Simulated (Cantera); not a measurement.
Charge: 1 mol Si3N4, 0.24 mol N2O, 75 mol H2, equilibrated at 1.00 Torr.

These are equilibrium values from Cantera (NASA tables, ideal gas, pure condensed phases), not measurements of a reactor. Candidate condensed phases: H2O, Si, SiO2, Si2N2O, Si3N4; 35 gas species. Mutual solubility and eutectic melting of coexisting phases are not modelled. Gases not in the tables: Si2H6 and higher silanes. Rates play no part.

Problem. Which condensed phases are stable at each of these points (T (°C)): 1050, 1125, 1200, 1275, 1350, 1425, 1500, 1575, 1650, 1725, 1800, 1875?

Solution. 
| T (°C) | condensed phases | Si condensed (%) |
|---|---|---|
| 1050 | Si2N2O(s) + Si3N4(s) | 100.0 |
| 1125 | Si2N2O(s) + Si3N4(s) | 99.9 |
| 1200 | Si(s) + Si2N2O(s) + Si3N4(s) | 99.1 |
| 1275 | Si(s) | 91.9 |
| 1350 | Si(s) | 91.6 |
| 1425 | Si(l) | 90.6 |
| 1500 | Si(l) | 87.5 |
| 1575 | Si(l) | 78.8 |
| 1650 | Si(l) | 56.1 |
| 1725 | gas only | 0.0 |
| 1800 | gas only | 0.0 |
| 1875 | gas only | 0.0 |

From 1050 °C to 1125 °C the condensed part is Si2N2O(s) + Si3N4(s). At 1200 °C the condensed part is Si(s) + Si2N2O(s) + Si3N4(s). From 1275 °C to 1350 °C the condensed part is Si(s). From 1425 °C to 1650 °C the condensed part is Si(l). From 1725 °C to 1875 °C nothing is condensed.
